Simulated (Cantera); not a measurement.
A closed system holds: 1 mol Ca(OH)2, 0.0088 mol C, 0.028 mol CO2, at 2248 K and 29.0 mbar.

Equilibrium computed with Cantera from the NASA thermochemical tables; the gas is ideal and each condensed phase is pure. Candidate condensed phases: C, C6H6, C7H8, C8H18, Ca, CaCO3, CaO, Ca(OH)2, H2O; 115 gas species. The numbers say what is thermodynamically allowed, not how fast it happens.

Base state: H2O 0.854, H2 0.0554, CO2 0.0252, OH 0.0235, O2 0.0192, H 0.0102, CO 0.00889, O 0.00297 (mole fractions); condensed: CaO(s).

Problem. What changes in the equilibrium state with this change: temperature from 2248 K to 1350 K?

Solution. 
| species | before | after |
|---|---|---|
| H2O | 0.854 | 0.949 |
| CO2 | 0.0252 | 0.0344 |
| H2 | 0.0554 | 0.0158 |
| OH | 0.0235 | 1.71e-6 |
| O2 | 0.0192 | 5.15e-9 |
| H | 0.0102 | 1.76e-6 |
| Ca(OH)2 | 0.000481 | 4.94e-8 |
| O | 0.00297 | <1e-9 |
| CaOH | 8.70e-5 | <1e-9 |
| CO | 0.00889 | 0.00113 |
| CaO(s), mol | 0.999 | 1.00 |

Problem. What changes in the equilibrium state with this change: temperature from 2248 K to 2048 K?

Solution. 
| species | before | after |
|---|---|---|
| H2O | 0.854 | 0.920 |
| CO2 | 0.0252 | 0.0306 |
| H2 | 0.0554 | 0.0281 |
| OH | 0.0235 | 0.00786 |
| H | 0.0102 | 0.00220 |
| O2 | 0.0192 | 0.00625 |
| Ca(OH)2 | 0.000481 | 0.000135 |
| CaOH | 8.70e-5 | 7.15e-6 |
| O | 0.00297 | 0.000445 |
| CaO(s), mol | 0.999 | 1.000 |
